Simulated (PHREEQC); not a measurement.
**Leach liquor**

Solution (25 °C): 0.0013 mol HCl, 0.0052 mol LiCl and 9.9e-05 mol MnSO4 per kg of water. Closed to the air; pH follows from the charge balance.

All values are PHREEQC results (ion-association model, phreeqc.dat), not measurements.

Each row changes one thing in this solution. No solid was allowed to form.

| case | pH | SO4-2 (mol/kgw) | HSO4- (mol/kgw) |
|---|---|---|---|
| as made | 2.92 | 8.88e-5 | 7.99e-6 |
| LiCl from 0.0052 to 0.00052 mol/kgw | 2.91 | 8.87e-5 | [?] |
| temperature from 25 to 15 °C | 2.92 | 9.03e-5 | 6.63e-6 |
| LiCl left out | 2.91 | 8.86e-5 | 9.31e-6 |
| 0.00057 mol/kgw KCl added | 2.92 | 8.87e-5 | [?] |
| MnSO4 replaced by (NH4)2SO4 at the same molality | 2.92 | 8.93e-5 | 8.05e-6 |
| temperature from 25 to 85 °C | 2.93 | 6.88e-5 | 2.77e-5 |

Task: Complete the blanks.

Result: 
- LiCl from 0.0052 to 0.00052 mol/kgw, HSO4- (mol/kgw): 9.11e-6
- 0.00057 mol/kgw KCl added, HSO4- (mol/kgw): 7.89e-6

Complexes and solids missing from the database can't appear. Constants without temperature data keep their 25 °C values here.
